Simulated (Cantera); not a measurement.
Cantera run:

```python
import numpy as np
import cantera as ct

gas_names = """
    CL CL2 H HCL H2 N NH NH2 NH3 N2 N2H2 N2H4 Si SiCL SiCL2 SiCL3 SiCL4 SiH SiHCL3 SiH2 SiH2CL2 SiH3
    SiH3CL SiH4 SiN Si2 Si2N Si3
""".split()
cond_names = """
    NH4CL(a) NH4CL(b) Si(cr) Si(L) Si3N4(a)
""".split()


# ... load() reads the species with a 1 bar reference pressure and builds the phases ...
atoms = {
    'SiCl4': {'Si': 1, 'CL': 4},
    'N2': {'N': 2},
    'H2': {'H': 2},
}
top_T = {'Si3N4(a)': 2400}  # K; cautious upper limits of use, not melting points


# ... equilibrate(T, P, feed) seeds the gas with the atoms and calls Mixture.equilibrate('TP', solver="vcs", rtol=1e-11, max_steps=5000) ...
results = []
feed = {'SiCl4': 1, 'N2': 0.36, 'H2': 0.72}  # mol
P = 100000  # Pa
for T in [750, 800, 850, 900, 950, 1000, 1050, 1100, 1150, 1200, 1250, 1300, 1350, 1400]:
    mix = equilibrate(T, P, feed)
    results.append((T, P, feed, dict(zip(mix.species_names, mix.species_moles))))

top = {s: max(r[3][s] / sum(r[3][g] for g in gas_names) for r in results) for s in gas_names}
cols = sorted((s for s in top if top[s] > 1e-06), key=lambda s: -top[s])[:7]
seen = [c for c in cond_names if any(r[3].get(c, 0) > 1e-12 for r in results)]
print("log10 of partial pressures in bar; condensed amounts in mol")
print(f"{'T/K':>10s}" + "".join(f"{s[:9]:>10s}" for s in cols + seen))
for T, P, feed, n in results:
    ng = sum(n[g] for g in gas_names)
    print(f"{T:10.4g}" + "".join(f"{np.log10(max(n[s] / ng * P / 1e5, 1e-99)):10.3f}" for s in cols)
          + "".join(f"{n.get(c, 0):10.4g}" for c in seen))
```

Output:

```
log10 of partial pressures in bar; condensed amounts in mol
       T/K     SiCL4       HCL        H2        N2     SiCL3    SiHCL3     SiCL2  Si3N4(a)
       750    -0.389    -0.602    -0.670    -0.893    -7.093    -3.801   -11.531   0.04419
       800    -0.394    -0.575    -0.688    -0.903    -6.367    -3.551   -10.293   0.04711
       850    -0.399    -0.552    -0.704    -0.912    -5.726    -3.331    -9.202    0.0497
       900    -0.403    -0.533    -0.720    -0.921    -5.158    -3.137    -8.235   0.05198
       950    -0.407    -0.516    -0.734    -0.928    -4.650    -2.964    -7.370     0.054
      1000    -0.411    -0.502    -0.748    -0.934    -4.194    -2.809    -6.594   0.05577
      1050    -0.414    -0.489    -0.760    -0.940    -3.783    -2.669    -5.893   0.05732
      1100    -0.418    -0.479    -0.772    -0.945    -3.409    -2.543    -5.257   0.05865
      1150    -0.422    -0.469    -0.783    -0.949    -3.069    -2.428    -4.678   0.05975
      1200    -0.426    -0.461    -0.794    -0.953    -2.759    -2.324    -4.149    0.0606
      1250    -0.430    -0.454    -0.805    -0.955    -2.475    -2.230    -3.665   0.06114
      1300    -0.437    -0.448    -0.815    -0.957    -2.215    -2.145    -3.219   0.06125
      1350    -0.445    -0.443    -0.825    -0.956    -1.977    -2.069    -2.810   0.06073
      1400    -0.458    -0.440    -0.836    -0.953    -1.760    -2.003    -2.434   0.05922
```

Equilibrium computed with Cantera from the NASA thermochemical tables; the gas is ideal and each condensed phase is pure. N2 is the only nitrogen source here; it is nearly inert below about 1500 K, so the nitride shown seldom forms there in practice. The tables' values for SiCl3 are old estimates; treat these amounts as uncertain.
